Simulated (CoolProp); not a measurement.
Properties of 1-butene along the isotherm 525 K (Tc = 419.3 K, pc = 40.06 bar, ω = 0.192).

Model: reference Helmholtz-energy equation of state, Lemmon 2005, in CoolProp. It is a short technical equation, of lower accuracy than the large ones.

| p (bar) | phase | Z | cp (kJ/(kg K)) | cv (kJ/(kg K)) | isothermal compressibility (1/MPa) | expansivity (1/kK) |
|---|---|---|---|---|---|---|
| 3.76 | gas | 0.9844 | 2.404 | 2.244 | 2.702 | 2.010 |
| 7.51 | gas | 0.9688 | 2.421 | 2.248 | 1.375 | 2.123 |
| 11.3 | gas | 0.9528 | 2.440 | 2.253 | 0.9294 | 2.247 |
| 15 | gas | 0.9371 | 2.459 | 2.257 | 0.7122 | 2.377 |
| 18.8 | gas | 0.9208 | 2.481 | 2.261 | 0.5786 | 2.522 |
| 22.5 | gas | 0.9048 | 2.504 | 2.266 | 0.4923 | 2.674 |
| 26.3 | gas | 0.8883 | 2.530 | 2.271 | 0.4293 | 2.842 |
| 30 | gas | 0.8721 | 2.557 | 2.275 | 0.3835 | 3.019 |
| 33.8 | gas | 0.8555 | 2.588 | 2.280 | 0.3471 | 3.214 |
| 37.6 | gas | 0.8388 | 2.621 | 2.285 | 0.3183 | 3.423 |
| 41.3 | supercritical | 0.8226 | 2.655 | 2.290 | 0.2953 | 3.641 |
| 45.1 | supercritical | 0.8060 | 2.694 | 2.295 | 0.2757 | 3.880 |
| 48.8 | supercritical | 0.7900 | 2.733 | 2.300 | 0.2595 | 4.125 |
| 52.6 | supercritical | 0.7737 | 2.777 | 2.305 | 0.2450 | 4.388 |
| 56.3 | supercritical | 0.7582 | 2.822 | 2.310 | 0.2325 | 4.655 |
| 60.1 | supercritical | 0.7425 | 2.871 | 2.314 | 0.2210 | 4.936 |
